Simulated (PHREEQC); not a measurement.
A column of 0.2 m (40 cells, dispersivity 0.007 m, 300 s a shift, diffusion coefficient 3e-10 m²/s) holds 0.18 eq of the database's cation exchanger X per kg of pore water, first in equilibrium with 0.075 mol/kgw MgSO4, 0.001 mol/kgw CuCl2 and 1e-05 mol/kgw HCl. It is flushed with 52 mmol/kgw ZnSO4 and 0.01 mmol/kgw HCl, at 25 °C. Values are for the last cell. No CO2 enters from the air. No solid was allowed to form.

All values are PHREEQC results (ion-association model, phreeqc.dat), not measurements.

### Question
Predict Zn in solution (mol/kgw), Mg in solution (mol/kgw) at pore volumes = 0.6125, 1.212, 2.612.

### Answer
```tsv
pore volumes	Zn in solution (mol/kgw)	Mg in solution (mol/kgw)
0.6125	7.28e-10	0.0741
1.212	2.21e-5	0.0559
2.612	0.0233	0.0283
```

Species that the database lacks are ignored.
